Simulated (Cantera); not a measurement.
An isothermal, constant-pressure homogeneous reactor starts with CH4 : CO2 : H2 = 1 : 0.38 : 0.33 (molar parts), at 1775 K and 1580 Torr.

Computed with Cantera and GRI-Mech 3.0 (53 species, 325 reactions). GRI-Mech 3.0 stops at C3 and has no aromatics, soot or wall deposition, so with more carbon than oxygen in the feed, carbon stays in small species such as C2H2 where larger ones or solid carbon would form.

One state of this run: x CH4 = 0.0312; x CO2 = 0.00745; x H2 = 0.554; x O = 9.65e-11; x CH2O = 3.67e-7; x C2H6 = 1.23e-5; x H = 0.000151. x: mole fraction; the columns are a selection and need not sum to one.

Q: Which value of t (s) does it belong to?
A. 0.0271
B. 0.0669
C. 0.406
D. 1.00

A: B, 0.0669
